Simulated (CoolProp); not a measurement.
C3F8 (R218) at 229.74 K and 0.328 MPa flows at 6.4 m/s in a round tube of 25 mm bore and 1.5 µm roughness, fully developed (64/Re and Nu = 3.66 if laminar; Colebrook and Gnielinski if turbulent). Each further row changes one setting.

Computed with CoolProp (reference Helmholtz-energy equation of state, Lemmon 2006). It is a short technical equation, of lower accuracy than the large ones.

```json
[
 {"case": "as stated", "Reynolds number": "535000", "Darcy friction factor": "0.0138", "pressure drop (Pa/m)": "18600", "heat-transfer coefficient (W/(m² K))": "7040", "mass flow (kg/h)": "18500"},
 {"case": "velocity 12.8 m/s", "Reynolds number": "1070000", "Darcy friction factor": "0.0127", "pressure drop (Pa/m)": "68300", "heat-transfer coefficient (W/(m² K))": "13300", "mass flow (kg/h)": "37100"},
 {"case": "diameter 50 mm", "Reynolds number": "1070000", "Darcy friction factor": "0.0122", "pressure drop (Pa/m)": "8170", "heat-transfer coefficient (W/(m² K))": "6430", "mass flow (kg/h)": "74100"}
]
```

Viscosity comes from a separate model (Huber 2003), an estimate that may be off by 10 % or more. Thermal conductivity comes from a separate model (Huber 2003), an estimate that may be off by 10 % or more.
